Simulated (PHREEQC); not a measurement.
Dissolve 0.0042 mol/kgw HF, 0.0001 mol/kgw (CH3)4NF and 2.4e-07 mol/kgw H4SiO4 at 75 °C and 500 atm. Closed to the air; pH follows from the charge balance.

The numbers come from PHREEQC with the ion-association model, phreeqc.dat.

| quantity | before | after |
|---|---|---|
| pH | 3.01 | 3.67 |
| ionic strength (mol/kgw) | 0.00112 | 0.000318 |
| HF (mol/kgw) | 0.00317 | 0.000202 |
| F- (mol/kgw) | 0.00111 | 0.000318 |
| HF2- (mol/kgw) | 1.29e-5 | 2.36e-7 |
| SI of Quartz (SiO2) | -3.34 | -3.34 |

### Question
Which change was made?
A. HF from 0.0042 to 0.00042 mol/kgw
B. diluted 100-fold with water
C. diluted 10-fold with water
D. 0.0001 mol/kgw Ca(OH)2 added
E. (CH3)4NF from 0.0001 to 0.0002 mol/kgw

### Answer
A, HF from 0.0042 to 0.00042 mol/kgw

No solid was allowed to form. Under pressure, the constants of complexes without a molar volume in the database are unreliable. (CH3)4N+ isn't in the database: it is added as a free cation with an ion size of 4 Å. Away from 25 °C the constants follow the database's enthalpies or fits; those with neither stay at their 25 °C values. SiF6-2 is the database's only silicon fluoride.
